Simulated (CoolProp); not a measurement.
Vapour-liquid equilibrium of dimethyl ether (1) + isobutane (2) at -74.05 °C; x and y are mole fractions of (1).

Values from CoolProp's multi-fluid Helmholtz-energy mixture model, Wu 2011 and Bücker 2006; pair parameters Bell 2016.

**Question.** Give the bubble pressure and the first vapour's composition at x = 0.05, 0.45, 0.75. Is there an azeotrope?

**Answer.** x = 0.05: 0.004105 MPa, y = 0.171; x = 0.45: 0.006163 MPa, y = 0.619; x = 0.75: 0.006568 MPa, y = 0.770. y crosses x between x = 0.75 and 0.85: the model has an azeotrope there.

The pair parameters rest on a limited set of measurements; away from them the model extrapolates.
